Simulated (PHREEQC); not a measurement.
A made-up water analysis in mg/kgw, 25 °C, pH 6.59, pe -0.9:

```tsv
constituent	mg/kgw
Na	0.0147
K	0.000401
Ca	0.0265
Mg	0.00173
Cl	0.0355
S(6) as SO4	0.00373
Alkalinity as HCO3	0.0631
B	6.03e-06
F	4.4e-05
```

Valence states are taken as typed.

The numbers come from PHREEQC with the ion-association model, phreeqc.dat.

No solid was allowed to form.

Estimate the charge-balance error.

charge-balance error 0.0 %.

In which forms is C present?

HCO3- 63 %, CO2 37 % of the C.

Species that the database lacks are ignored. Real BF4- forms and hydrolyses slowly; the run takes it at equilibrium.
